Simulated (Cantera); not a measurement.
What does this Cantera script print?

```python
import numpy as np
import cantera as ct

gas_names = """
    C CH CH2 CH3 CH2OH CH3O CH4 CH3OH CN CO CO2 COOH C2 C2H CHCO,ketyl C2H2,acetylene C2H2,vinylidene
    CH2CO,ketene C2H3,vinyl CH3CN CH3CO,acetyl C2H4 C2H4O,ethylen CH3CHO,ethanal CH3COOH (HCOOH)2 C2H5
    C2H6 CH3OCH3 C2H5OH CCN CNC C2N2 C2O C3 C3H3,propargyl C3H4,allene C3H4,propyne C3H4,cyclo-
    C3H5,allyl C3H6,propylene C3H6,cyclo- C3H6O C3H7,n-propyl C3H7,i-propyl C3H8 C3H8O,1propanol
    C3H8O,2propanol C3O2 C4 C4H2 C4H4,1,3-cyclo- C4H6,butadiene C4H6,2-butyne C4H6,cyclo- C4H8,1-butene
    C4H8,cis2-buten C4H8,tr2-butene C4H8,isobutene C4H8,cyclo- (CH3COOH)2 C4H9,n-butyl C4H9,i-butyl
    C4H9,s-butyl C4H9,t-butyl C4H10,isobutane C4H10,n-butane C4N2 C5 C5H6,1,3cyclo- C5H8,cyclo-
    C5H10,1-pentene C5H10,cyclo- C5H11,pentyl C5H11,t-pentyl C5H12,n-pentane C5H12,i-pentane
    CH3C(CH3)2CH3 C6H2 C6H5,phenyl C6H5O,phenoxy C6H6 C6H5OH,phenol C6H10,cyclo- C6H12,1-hexene
    C6H12,cyclo- C6H13,n-hexyl C7H7,benzyl C7H8 C7H8O,cresol C7H14,1-heptene C7H15,n-heptyl
    C7H16,n-heptane C8H8,styrene C8H10,ethylbenz C8H16,1-octene C8H17,n-octyl C8H18,isooctane
    C8H18,n-octane C9H19,n-nonyl C10H8,naphthale C10H21,n-decyl C12H9,o-bipheny C12H10,bipheny H HCN HCO
    HCCN HNC HNCO HNO HNO2 HNO3 HO2 H2 HCHO,formaldehy HCOOH H2O H2O2 N NCO NH NH2 NH3 NH2OH NO NO2 NO3
    N2 N2H2 N2H4 N2O O OH O2 O3 Si SiC SiC2 SiC4H12 SiH SiH2 SiH3 SiH4 SiN SiO SiO2 Si2 Si2C Si2N Si3
""".split()
cond_names = """
    C(gr) C6H6(L) C7H8(L) C8H18(L),n-octa H2O(s) H2O(L) Si(cr) Si(L) SiC(b) SiO2(Lqz) SiO2(hqz) SiO2(L)
    Si2N2O(s) Si3N4(a)
""".split()


def load(file, names, dense=False):
    # The tables refer to 1 bar. Condensed volumes are neglected.
    table = {s.name: s for s in ct.Species.list_from_file(file)}
    out = []
    for n in names:
        d = dict(table[n].input_data)
        d["thermo"] = dict(d["thermo"], **{"reference-pressure": 1e5})
        if dense:
            d["equation-of-state"] = {"model": "constant-volume", "density": "1e6 g/cm^3"}
        out.append(ct.Species.from_dict(d))
    return out


gas = ct.Solution(thermo="ideal-gas", species=load("nasa_gas.yaml", gas_names))
cond = {s.name: ct.Solution(thermo="fixed-stoichiometry", species=[s], name=s.name)
        for s in load("nasa_condensed.yaml", cond_names, dense=True)}
atoms = {
    'Si3N4': {'Si': 3, 'N': 4},
    'CO2': {'C': 1, 'O': 2},
    'H2': {'H': 2},
    'H2O': {'H': 2, 'O': 1},
}
top_T = {'C(gr)': 4500, 'SiC(b)': 3050, 'Si2N2O(s)': 2100, 'Si3N4(a)': 2400}  # K; cautious upper limits of use, not melting points


def equilibrate(T, P, feed):
    n = {}
    for name, mol in feed.items():
        for a, k in atoms[name].items():
            n[a] = n.get(a, 0.0) + k * mol
    gas.TPX = T, P, n
    mass = sum(n.values()) * gas.mean_molecular_weight
    gas.equilibrate("TP")
    valid = [c for c in cond.values() if c.min_temp <= T <= top_T.get(c.name, c.max_temp)]
    mix = ct.Mixture([(gas, mass / gas.mean_molecular_weight)] + [(c, 0.0) for c in valid])
    mix.T, mix.P = T, P
    mix.equilibrate("TP", solver="vcs", rtol=1e-11, max_steps=5000)
    return mix


results = []
T = 1250  # K
P = 12  # Pa
for m in [0.011, 0.023, 0.047, 0.099, 0.21, 0.43, 0.9]:
    feed = {'Si3N4': 1, 'CO2': m, 'H2': 430, 'H2O': 0.27}  # mol
    mix = equilibrate(T, P, feed)
    results.append((T, P, feed, dict(zip(mix.species_names, mix.species_moles))))
    x = sorted(zip(gas.X, gas.species_names), reverse=True)
    print(f"T = {T:g} K  P = {P:g} Pa  n(CO2) = {m:g} mol  gas = {mix.phase_moles(0):.4g} mol")
    print("   x: " + "  ".join(f"{s} {v:.3e}" for v, s in x if v > 1e-06))
    print("   condensed (mol): " + ("  ".join(f"{mix.phase(i).name} {mix.phase_moles(i):.4g}"
          for i in range(1, mix.n_phases) if mix.phase_moles(i) > 1e-12) or "none"))
```

It prints:

```
T = 1250 K  P = 12 Pa  n(CO2) = 0.011 mol  gas = 430.7 mol
   x: H2 9.989e-01  N2 1.052e-03  H 4.410e-05  SiO 4.756e-06
   condensed (mol): Si(cr) 0.5216  SiC(b) 0.01098  Si2N2O(s) 0.2899  Si3N4(a) 0.6285
T = 1250 K  P = 12 Pa  n(CO2) = 0.023 mol  gas = 430.7 mol
   x: H2 9.989e-01  N2 1.052e-03  H 4.410e-05  SiO 4.756e-06
   condensed (mol): Si(cr) 0.4976  SiC(b) 0.02298  Si2N2O(s) 0.3139  Si3N4(a) 0.6165
T = 1250 K  P = 12 Pa  n(CO2) = 0.047 mol  gas = 430.7 mol
   x: H2 9.989e-01  N2 1.052e-03  H 4.410e-05  SiO 4.756e-06
   condensed (mol): Si(cr) 0.4496  SiC(b) 0.04698  Si2N2O(s) 0.3619  Si3N4(a) 0.5925
T = 1250 K  P = 12 Pa  n(CO2) = 0.099 mol  gas = 430.7 mol
   x: H2 9.989e-01  N2 1.052e-03  H 4.410e-05  SiO 4.756e-06
   condensed (mol): Si(cr) 0.3456  SiC(b) 0.09898  Si2N2O(s) 0.4659  Si3N4(a) 0.5405
T = 1250 K  P = 12 Pa  n(CO2) = 0.21 mol  gas = 430.7 mol
   x: H2 9.989e-01  N2 1.052e-03  H 4.410e-05  SiO 4.756e-06
   condensed (mol): Si(cr) 0.1236  SiC(b) 0.21  Si2N2O(s) 0.6879  Si3N4(a) 0.4295
T = 1250 K  P = 12 Pa  n(CO2) = 0.43 mol  gas = 430.9 mol
   x: H2 9.984e-01  N2 1.541e-03  H 4.409e-05  SiO 4.188e-06
   condensed (mol): SiC(b) 0.43  Si2N2O(s) 1.128  Si3N4(a) 0.104
T = 1250 K  P = 12 Pa  n(CO2) = 0.9 mol  gas = 431.6 mol
   x: H2 9.968e-01  CO 1.534e-03  N2 1.495e-03  SiO 1.232e-04  H 4.406e-05
   condensed (mol): SiC(b) 0.2376  Si2N2O(s) 1.355
```

Cantera equilibrium calculation (NASA polynomials, part measured and part estimated; ideal gas, pure solids and liquids). Mutual solubility and eutectic melting of coexisting phases are not modelled.
